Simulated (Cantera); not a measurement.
Charge: 1 mol FeS₂, 1.5 mol H₂S, 1.4 mol N₂, held at 1823.15 K and 101000 Pa.

Equilibrium computed with Cantera from the NASA thermochemical tables; the gas is ideal and each condensed phase is pure. Candidate condensed phases: Fe, FeS, FeS₂, S; 16 gas species. FeS: taken at fixed stoichiometry. The numbers say what is thermodynamically allowed, not how fast it happens.

Base state: N₂ 0.359, H₂ 0.251, S₂ 0.251, H₂S 0.127, SH 0.0117, S 0.000444, H 0.000216 (mole fractions); condensed: FeS(l).

Task: What changes in the equilibrium state with this change: temperature from 1823.15 K to 1673.15 K?

Result: 
```csv
species,before,after
N₂,0.359,0.367
S₂,0.251,0.236
H₂,0.251,0.212
H₂S,0.127,0.178
SH,0.0117,0.00671
H,0.000216,5.22e-5
S,0.000444,0.000119
"FeS(l), mol",1.000,1.00
```

Task: What changes in the equilibrium state with this change: temperature from 1823.15 K to 1598.15 K?

Result: 
```json
[
 {"species": "N₂", "before": "0.359", "after": "0.373"},
 {"species": "S₂", "before": "0.251", "after": "0.226"},
 {"species": "H₂S", "before": "0.127", "after": "0.209"},
 {"species": "H₂", "before": "0.251", "after": "0.188"},
 {"species": "SH", "before": "0.0117", "after": "0.00481"},
 {"species": "H", "before": "0.000216", "after": "2.30e-5"},
 {"species": "S", "before": "0.000444", "after": "5.60e-5"},
 {"species": "FeS(l), mol", "before": "1.000", "after": "1.00"}
]
```
